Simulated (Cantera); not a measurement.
# Equilibrium for metals in furnace atmospheres: Pb + CO2 + CO

Feed: 1 mol Pb, 1.5 mol CO2, 0.51 mol CO, held at 1800 K and 0.100 bar.

Cantera equilibrium calculation (NASA polynomials, part measured and part estimated; ideal gas, pure solids and liquids). Candidate condensed phases: C, Pb, PbO, PbO2, Pb3O4; 15 gas species. Gases not in the tables: (PbO)n polymers. Equilibrium is a limit: real reactors are often held back by kinetics, nucleation or transport.

```
Quantity                                   Result
--------------------------------------  ---------
x(CO2)                                      0.491
x(Pb)                                       0.325
x(CO)                                       0.176
x(PbO)                                    0.00691
x(Pb2)                                    7.87e-5
x(O2)                                     3.29e-6
gas amount                              3.010 mol
log10 activity of Pb(l) (absent)            -0.92
log10 activity of C(graphite) (absent)      -6.33
```
